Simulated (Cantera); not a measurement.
An isothermal, constant-pressure homogeneous reactor starts with H2 : O2 = 0.35 : 1 (molar parts), equivalence ratio 0.17, at 1200 K and 2670 Pa.

Model: GRI-Mech 3.0 (53 species, 325 reactions), integrated in Cantera. Radical loss at walls, strong at low pressure, is not modelled. The temperature is held fixed by assumption; the heat of reaction is taken as removed at once.

x: mole fraction; the columns are a selection and need not sum to one.

```csv
t (s),x H2,x O2,x H,x H2O2,x O,x H2O
3.00e-6,0.259,0.741,1.01e-9,<1e-12,5.27e-11,8.08e-12
8.55e-6,0.259,0.741,2.79e-9,<1e-12,3.85e-10,1.57e-10
2.44e-5,0.259,0.741,8.58e-9,4.40e-12,2.63e-9,2.63e-9
6.95e-5,0.259,0.741,5.03e-8,3.57e-11,2.33e-8,4.93e-8
0.000198,0.259,0.741,2.91e-6,3.11e-10,1.46e-6,4.32e-6
0.000564,0.117,0.667,0.0664,(withheld),0.0333,0.102
0.00161,0.0119,0.635,0.0598,(withheld),0.0566,0.226
0.00458,0.00426,0.682,0.0106,(withheld),0.0179,0.279
0.0131,0.000496,0.699,0.000387,(withheld),0.00201,0.295
0.0372,5.14e-5,0.702,1.34e-5,(withheld),0.000214,0.297
0.106,8.11e-6,0.702,8.96e-7,(withheld),3.53e-5,0.298
0.302,1.79e-6,0.702,9.80e-8,(withheld),8.08e-6,0.298
0.862,4.83e-7,0.702,1.42e-8,(withheld),2.23e-6,0.298
2.46,1.47e-7,0.702,2.44e-9,(withheld),6.89e-7,0.298
7.00,5.28e-8,0.702,5.28e-10,(withheld),2.47e-7,0.298
```

Problem. Fill in the missing entries.

Solution. 
- 0.000564, x H2O2: 1.04e-6
- 0.00161, x H2O2: 8.47e-7
- 0.00458, x H2O2: 1.14e-6
- 0.0131, x H2O2: 7.23e-7
- 0.0372, x H2O2: 2.58e-7
- 0.106, x H2O2: 8.82e-8
- 0.302, x H2O2: 3.13e-8
- 0.862, x H2O2: 1.13e-8
- 2.46, x H2O2: 4.14e-9
- 7.00, x H2O2: 1.68e-9
